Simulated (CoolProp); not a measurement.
R1336mzz(Z) along the isobar 9070 kPa: fugacity coefficient from the reference equation and from simpler models built on Tc = 444.5 K, pc = 2904 kPa, ω = 0.386; each cubic takes its own stable root.

Values from CoolProp's reference Helmholtz-energy equation of state, McLinden 2020.

| T (K) | phase | reference | van der Waals | Redlich-Kwong | Soave-Redlich-Kwong |
|---|---|---|---|---|---|
| 432.8 | liquid | 0.2467 | 0.3318 | 0.2817 | 0.2722 |
| 437.9 | liquid | 0.2626 | 0.3421 | 0.2951 | 0.2896 |
| 443.1 | liquid | 0.2792 | 0.3527 | 0.3089 | 0.3077 |
| 448.3 | supercritical | 0.2961 | 0.3633 | 0.3228 | 0.3261 |
| 453.4 | supercritical | 0.3130 | 0.3736 | 0.3364 | 0.3443 |
| 458.6 | supercritical | 0.3303 | 0.3842 | 0.3503 | 0.3630 |
| 463.8 | supercritical | 0.3478 | 0.3948 | 0.3642 | 0.3818 |
| 469 | supercritical | 0.3654 | 0.4053 | 0.3781 | 0.4007 |
| 474.1 | supercritical | 0.3828 | 0.4156 | 0.3917 | 0.4191 |
| 479.3 | supercritical | 0.4004 | 0.4260 | 0.4055 | 0.4379 |
| 484.5 | supercritical | 0.4180 | 0.4364 | 0.4192 | 0.4565 |
| 489.7 | supercritical | 0.4355 | 0.4468 | 0.4328 | 0.4749 |
| 494.8 | supercritical | 0.4525 | 0.4569 | 0.4460 | 0.4928 |
| 500 | supercritical | 0.4696 | 0.4671 | 0.4593 | 0.5107 |
